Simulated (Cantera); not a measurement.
A closed system holds: 1 mol C2F6, 0.027 mol HCl, a varied amount of H2, equilibrated at 2527 °C and 0.133 bar.

Cantera equilibrium calculation (NASA polynomials, part measured and part estimated; ideal gas, pure solids and liquids). Candidate condensed phases: C, C6H6, C7H8, C8H18; 118 gas species. The feed counts by its element totals alone. Equilibrium is a limit: real reactors are often held back by kinetics, nucleation or transport.

x: gas mole fraction; n: condensed amount in mol.

```tsv
n(H2) (mol)	x HF	x H2	x H	x F	x CF2	x C2H2 (acetylene)	x CF	n C(graphite)
2.1	0.747	1.75e-5	0.000936	0.168	0.0654	5.82e-7	0.0124	?
2.8	0.930	0.000294	0.00384	0.0510	0.00601	9.81e-6	0.00377	1.94
3.7	0.860	0.0707	0.0596	0.00304	2.14e-5	0.00236	0.000225	1.96
4.9	0.718	0.176	0.0940	0.00161	5.99e-6	0.00587	0.000119	1.88
6.5	0.591	0.277	0.118	0.00106	2.57e-6	0.00925	7.80e-5	1.79
8.6	0.480	0.368	0.136	0.000744	1.28e-6	0.0123	5.50e-5	1.66
11	0.395	0.438	0.148	0.000561	7.27e-7	0.0146	4.15e-5	?
15	0.305	0.514	0.161	0.000401	3.71e-7	0.0171	2.96e-5	?
20	0.238	0.571	0.169	0.000296	2.03e-7	0.0190	2.19e-5	?
```

Problem. What belongs in the gaps?

Solution. 
- 2.1, n C(graphite): 1.55
- 11, n C(graphite): 1.51
- 15, n C(graphite): 1.26
- 20, n C(graphite): 0.953
